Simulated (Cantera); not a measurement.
Mixture: CH4 : O2 : N2 = 1 : 1.54 : 5.78 (molar parts), at 500000 Pa, adiabatic and at constant volume. Ignition delay is the time to a rise of 400 K.

Detailed kinetics in Cantera: GRI-Mech 3.0 (53 species, 325 reactions).

Question: What does this change do: pressure from 500000 Pa to 1000000 Pa?

Answer: 
```json
[
 {"quantity": "delay at 1075 K", "before": "61.7 ms", "after": "27.4 ms"},
 {"quantity": "delay at 1150 K", "before": "21.2 ms", "after": "9.71 ms"},
 {"quantity": "delay at 1225 K", "before": "7.86 ms", "after": "3.76 ms"},
 {"quantity": "delay at 1300 K", "before": "3.12 ms", "after": "1.56 ms"},
 {"quantity": "delay at 1375 K", "before": "1.31 ms", "after": "0.685 ms"},
 {"quantity": "delay at 1450 K", "before": "0.583 ms", "after": "0.316 ms"},
 {"quantity": "apparent activation energy between 1300 and 1450 K", "before": "180 kJ/mol", "after": "170 kJ/mol"}
]
```
